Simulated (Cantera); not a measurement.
A perfectly stirred reactor is fed with CH4 : H2 : CO2 = 0.0035 : 1 : 0.004 (molar parts), at 36.8 Torr; it is held at 2825 K, and followed from long to short residence time.

Cantera simulation using GRI-Mech 3.0 (53 species, 325 reactions); the numbers are that mechanism's predictions, not measurements. Radical loss at walls, strong at low pressure, is not modelled.

Task: Predict: x(CH4) at τ = 0.360 s; x(H2) at τ = 0.360 s; x(CO2) at τ = 0.360 s; x(OH) at τ = 0.360 s; x(CH2) at τ = 0.360 s; x(CH4) at τ = 3.80 ms; x(H2) at τ = 3.80 ms; x(CO2) at τ = 3.80 ms; x(OH) at τ = 3.80 ms; x(CH2) at τ = 3.80 ms.

Result: 
| Quantity | Value |
|---|---|
| x(CH4) at τ = 0.360 s | 1.88e-7 |
| x(H2) at τ = 0.360 s | 0.683 |
| x(CO2) at τ = 0.360 s | 5.69e-7 |
| x(OH) at τ = 0.360 s | 4.84e-5 |
| x(CH2) at τ = 0.360 s | 1.09e-6 |
| x(CH4) at τ = 3.80 ms | 0.000315 |
| x(H2) at τ = 3.80 ms | 0.927 |
| x(CO2) at τ = 3.80 ms | 4.76e-5 |
| x(OH) at τ = 3.80 ms | 6.08e-5 |
| x(CH2) at τ = 3.80 ms | 4.42e-5 |
